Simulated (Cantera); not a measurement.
Input: 1 mol CCl₄, 1.5 mol Si, 17 mol H₂, held at 2225 °C.

Cantera equilibrium calculation (NASA polynomials, part measured and part estimated; ideal gas, pure solids and liquids). Candidate condensed phases: C, C₆H₆, C₇H₈, C₈H₁₈, Si, SiC; 109 gas species. Gases not in the tables: Si₂H₆ and higher silanes. Rates play no part.

Task: Which condensed phases are stable at each of these points (P (Pa)): 1, 5.20, 27, 140, 720, 3700, 19000, 100000?

Result: 
```json
[
 {"P (Pa)": "1", "condensed phases": "gas only", "Si condensed (%)": "0.0"},
 {"P (Pa)": "5.20", "condensed phases": "gas only", "Si condensed (%)": "0.0"},
 {"P (Pa)": "27", "condensed phases": "C(graphite)", "Si condensed (%)": "0.0"},
 {"P (Pa)": "140", "condensed phases": "C(graphite)", "Si condensed (%)": "0.0"},
 {"P (Pa)": "720", "condensed phases": "C(graphite)", "Si condensed (%)": "0.0"},
 {"P (Pa)": "3700", "condensed phases": "C(graphite) + SiC(s)", "Si condensed (%)": "9.3"},
 {"P (Pa)": "19000", "condensed phases": "SiC(s)", "Si condensed (%)": "53.5"},
 {"P (Pa)": "100000", "condensed phases": "SiC(s)", "Si condensed (%)": "61.3"}
]
```

From 1.00 Pa to 5.20 Pa nothing is condensed. From 27.0 Pa to 7.20 mbar the condensed part is C(graphite). At 37.0 mbar the condensed part is C(graphite) + SiC(s). From 0.190 bar to 1.00 bar the condensed part is SiC(s).
